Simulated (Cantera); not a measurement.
A perfectly stirred reactor is fed with 6.65 % C₃H₈, 19.5 % O₂, 73.8 % N₂, at 1.10 bar; it is adiabatic with a 450 K inlet, and is followed from long to short residence time, starting on the burning branch (τ in s: 0.47, 0.2, 0.084, 0.035, 0.015, 0.0063, 0.0027, 0.0011, 0.00047, 0.0002, 8.4e-05, 3.5e-05, 1.5e-05).

Detailed kinetics in Cantera: GRI-Mech 3.0 (53 species, 325 reactions). GRI-Mech 3.0 was tuned for natural gas; its chemistry of propane as a main component is partial and can be far from experiment.

**Question.** Predict: blow-out, bracketed by the residence times tried; x(C₃H₈) at τ = 0.470 s; x(O₂) at τ = 0.470 s; x(C₂H) at τ = 0.470 s; x(NO) at τ = 0.470 s; x(CH₂O) at τ = 0.470 s; x(C₃H₈) at τ = 2.70 ms; x(O₂) at τ = 2.70 ms; x(C₂H) at τ = 2.70 ms; x(NO) at τ = 2.70 ms; x(CH₂O) at τ = 2.70 ms.

**Answer.** 
- blow-out, bracketed by the residence times tried = burning at 0.470 ms, out at 0.200 ms
- x(C₃H₈) at τ = 0.470 s = 2.96e-7
- x(O₂) at τ = 0.470 s = 5.55e-5
- x(C₂H) at τ = 0.470 s = 5.92e-8
- x(NO) at τ = 0.470 s = 4.33e-5
- x(CH₂O) at τ = 0.470 s = 1.20e-6
- x(C₃H₈) at τ = 2.70 ms = 2.89e-5
- x(O₂) at τ = 2.70 ms = 0.00273
- x(C₂H) at τ = 2.70 ms = 1.83e-6
- x(NO) at τ = 2.70 ms = 3.38e-5
- x(CH₂O) at τ = 2.70 ms = 3.76e-5
